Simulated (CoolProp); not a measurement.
Saturation properties of octamethylcyclotetrasiloxane (D4).

Model: reference Helmholtz-energy equation of state, Thol 2015, in CoolProp.

| T (K) | p (MPa) | vapour density (kg/m³) | enthalpy of vaporisation (kJ/kg) | surface tension (mN/m) |
|---|---|---|---|---|
| 360.6 | 0.005088 | 0.5075 | 163.1 | 13.4 |
| 368.2 | 0.007103 | 0.6954 | 160.4 | 12.9 |
| 375.7 | 0.009700 | 0.9334 | 157.8 | 12.3 |
| 383.3 | 0.01309 | 1.239 | 155.1 | 11.8 |
| 390.8 | 0.01732 | 1.614 | 152.4 | 11.3 |
| 398.4 | 0.02269 | 2.084 | 149.7 | 10.8 |
| 406 | 0.02932 | 2.658 | 147.0 | 10.2 |
| 413.5 | 0.03732 | 3.343 | 144.3 | 9.73 |
| 421.1 | 0.04710 | 4.173 | 141.5 | 9.21 |
| 428.6 | 0.05866 | 5.148 | 138.7 | 8.71 |
| 436.2 | 0.07254 | 6.313 | 135.8 | 8.21 |
| 443.7 | 0.08864 | 7.661 | 132.9 | 7.72 |
| 451.3 | 0.1077 | 9.256 | 129.9 | 7.22 |
| 458.8 | 0.1294 | 11.08 | 126.9 | 6.74 |
| 466.4 | 0.1548 | 13.23 | 123.7 | 6.26 |

It boils at 448.9 K under 1 atm.

Surface tension comes from a separate correlation (Mulero 2014), older than this fluid's equation and unchecked against measurements.
